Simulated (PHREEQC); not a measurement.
A solution holds 0.066 mol/kgw K2CO3, 0.24 mol/kgw K2SO4 and 1.4e-05 mol/kgw CO2, at 25 °C. Closed to the air; pH follows from the charge balance.

Computed with PHREEQC (Pitzer model, pitzer.dat).

Each row changes one thing in this solution. Precipitation was switched off in this run.

```csv
case,pH,ionic strength (mol/kgw),CO3-2 (mol/kgw),HCO3- (mol/kgw),CO2 (mol/kgw)
as made,11.21,0.916,0.0636,0.00239,1.75e-8
diluted 100-fold with water,10.38,0.00891,0.000392,0.000268,2.22e-8
temperature from 25 to 80 °C,10.34,0.909,0.0574,0.00865,4.69e-7
K2SO4 left out,11.31,0.195,0.0632,0.00277,2.10e-8
K2CO3 from 0.066 to 0.099 mol/kgw,11.30,1.01,0.0961,0.00289,1.69e-8
```

Complexes and solids missing from the database can't appear. At this temperature some constants are extrapolated from 25 °C, and those without enthalpy data are left unchanged.
